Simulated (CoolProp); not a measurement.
Vapour-liquid equilibrium of methane (1) + ethylene (2) at -119.45 °C; x and y are mole fractions of (1).

The numbers come from the multi-fluid Helmholtz-energy mixture model, Setzmann 1991 and Smukala 2000; pair parameters Bell 2016 in CoolProp.

| x | bubble pressure, mixture model (bar) | bubble pressure, Raoult's law (bar) | y, mixture model | y, Raoult's law |
|---|---|---|---|---|
| 0.05 | 1.151 | 0.9561 | 0.692 | 0.641 |
| 0.15 | 2.651 | 2.145 | 0.873 | 0.857 |
| 0.25 | 4.020 | 3.333 | 0.921 | 0.919 |
| 0.35 | 5.249 | 4.522 | 0.943 | 0.948 |
| 0.45 | 6.355 | 5.711 | 0.957 | 0.965 |
| 0.55 | 7.369 | 6.899 | 0.966 | 0.976 |
| 0.65 | 8.335 | 8.088 | 0.974 | 0.984 |
| 0.75 | 9.308 | 9.276 | 0.981 | 0.990 |
| 0.85 | 10.35 | 10.47 | 0.988 | 0.995 |
| 0.95 | 11.55 | 11.65 | 0.995 | 0.998 |

The largest gap from Raoult's law is +23.6 % in bubble pressure, at x = 0.15. No azeotrope shows between x = 0.05 and 0.95.

The pair parameters rest on a limited set of measurements; away from them the model extrapolates. The gap from Raoult's law changes sign with composition, which may be real or a fault of the pair parameters; it wasn't checked against measurements.
